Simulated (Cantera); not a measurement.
A freely propagating, adiabatic, planar premixed flame of CH₄ : C₂H₆ : C₃H₈ : O₂ : N₂ = 1 : 0.31 : 0.11 : 3.91 : 14.7 (molar parts), unburnt at 400 K and 43000 Pa; mixture-averaged transport, grid criteria slope 0.08 and curve 0.16, no radiation.

Model: GRI-Mech 3.0 (53 species, 325 reactions), integrated in Cantera. Burning velocities carry a grid error of a few per cent, more on coarse grids.

**Question.** What does this change do: N2 14.7 to 19 parts?

**Answer.** 
| quantity | before | after |
|---|---|---|
| laminar burning velocity | 75.2 cm/s | 47.1 cm/s |
| thermal thickness | 0.760 mm | 1.06 mm |
| peak x(C₂H) | 4.81e-7 | 1.38e-7 |
| peak x(OH) | 0.00904 | 0.00528 |

**Question.** What does this change do: 0.98 parts H2 added?

**Answer.** 
```csv
quantity,before,after
laminar burning velocity,75.2 cm/s,102 cm/s
thermal thickness,0.760 mm,0.651 mm
peak x(C₂H),4.81e-7,7.74e-7
peak x(OH),0.00904,0.0100
```
